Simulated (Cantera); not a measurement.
A closed system holds: 1 mol C₂H₆, 0.027 mol CO₂, equilibrated at 2000 K and 40.0 bar.

Cantera equilibrium calculation (NASA polynomials, part measured and part estimated; ideal gas, pure solids and liquids). Candidate condensed phases: C, C₆H₆, C₇H₈, C₈H₁₈, H₂O; 110 gas species. The ideal-gas law is rough above about 30 bar. The numbers say what is thermodynamically allowed, not how fast it happens.

Base state: H₂ 0.965, CO 0.0179, CH₄ 0.0158, C₂H₂ (acetylene) 0.000741, H 0.000253, C₂H₄ 0.000193, CH₃ 8.19e-5, H₂O 8.09e-5 (mole fractions); condensed: C(graphite).

### Question
What changes in the equilibrium state with this change: temperature from 2000 K to 1423.15 K?

### Answer
```tsv
species	before	after
H₂	0.965	0.866
CH₄	0.0158	0.114
CO	0.0179	0.0178
H₂O	8.09e-5	0.00190
H	0.000253	9.79e-7
C₂H₂ (acetylene)	0.000741	2.98e-6
CO₂	3.27e-7	1.72e-5
CH₃	8.19e-5	2.59e-6
C(graphite), mol	1.92	1.67
```
